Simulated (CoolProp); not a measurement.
Vapour-liquid equilibrium of trans-2-butene (1) + acetone (2) at 48.85 °C; x and y are mole fractions of (1).

The numbers come from the multi-fluid Helmholtz-energy mixture model, Lemmon 2005 and Lemmon 2006; pair parameters Bell 2016 in CoolProp.

```tsv
x	bubble pressure (MPa)	y at the bubble point	dew pressure at overall composition x (MPa)	liquid density (mol/L)
0.05	0.1298	0.410	0.08266	12.86
0.2	0.2491	0.722	0.09748	12.33
0.35	0.3232	0.806	0.1185	11.82
0.5	0.3682	0.846	0.1509	11.34
0.65	0.3997	0.877	0.2064	10.91
0.8	0.4285	0.912	0.3171	10.53
0.95	0.4583	0.970	0.4499	10.22
```

No azeotrope shows between x = 0.05 and 0.95.

Pair parameters are fitted to limited data, so mixtures are less certain than the pure fluids. With so large a gap from Raoult's law the liquid may split in two, which this calculation doesn't test in full.
